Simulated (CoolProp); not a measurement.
Ethylene at 293.15 K and 11.5 MPa is throttled through a valve to 7.85 MPa with no heat exchange. Each further row changes one setting.

Model: reference Helmholtz-energy equation of state, Smukala 2000, in CoolProp.

```tsv
case	temperature change (K)	final phase	final density (kg/m³)
as stated	-5.1	supercritical	(withheld)
outlet pressure 2.35 MPa	-42.8	two-phase, vapour fraction 0.408	(withheld)
outlet pressure 10.2 MPa	-1.5	supercritical	(withheld)
```

Problem. Complete the blanks.

Solution. 
- as stated, final density (kg/m³): 338
- outlet pressure 2.35 MPa, final density (kg/m³): 96.3
- outlet pressure 10.2 MPa, final density (kg/m³): 355
